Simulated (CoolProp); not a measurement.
Vapour-liquid equilibrium of n-octane (1) + p-xylene (2) at 556 kPa; x and y are mole fractions of (1).

Values from CoolProp's multi-fluid Helmholtz-energy mixture model, Beckmüller 2019 and Zhou 2012; pair parameters Bell 2016.

Problem. Give the bubble temperature and the first vapour's composition at x = 0.05, 0.5, 0.8. Is there an azeotrope?

Solution. x = 0.05: 487.5 K, y = 0.071; x = 0.5: 478.6 K, y = 0.555; x = 0.8: 475.2 K, y = 0.823. No azeotrope shows between x = 0.05 and 0.95.

Pair parameters are fitted to limited data, so mixtures are less certain than the pure fluids.
